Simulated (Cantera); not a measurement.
Charge: 1 mol Pb, 4.1 mol CO₂, 1.8 mol CO, at 1023.15 K and 1.00 bar.

Method: chemical equilibrium by Gibbs-energy minimisation in Cantera with the NASA 1993 tables (ideal gas, pure condensed phases). Candidate condensed phases: C, Pb, PbO, PbO₂, Pb₃O₄; 15 gas species. Kinetics and transport are ignored.

Base state: CO₂ 0.695, CO 0.305, Pb 2.67e-5 (mole fractions); condensed: Pb(l).

### Question
What changes in the equilibrium state with this change: temperature from 1023.15 K to 850 K?

### Answer
| species | before | after |
|---|---|---|
| CO₂ | 0.695 | 0.807 |
| CO | 0.305 | 0.193 |
| Pb | 2.67e-5 | 3.18e-7 |
| Pb(l), mol | 1.000 | 1.000 |
| C(graphite), mol | 0 | 0.364 |

### Question
What changes in the equilibrium state with this change: temperature from 1023.15 K to 873 K?

### Answer
| species | before | after |
|---|---|---|
| CO₂ | 0.695 | 0.744 |
| CO | 0.305 | 0.256 |
| Pb | 2.67e-5 | 6.36e-7 |
| Pb(l), mol | 1.000 | 1.000 |
| C(graphite), mol | 0 | 0.166 |

### Question
What changes in the equilibrium state with this change: temperature from 1023.15 K to 700 K?

### Answer
| species | before | after |
|---|---|---|
| CO₂ | 0.695 | 0.984 |
| CO | 0.305 | 0.0156 |
| Pb | 2.67e-5 | 1.11e-9 |
| Pb(l), mol | 1.000 | 1.00 |
| C(graphite), mol | 0 | 0.861 |
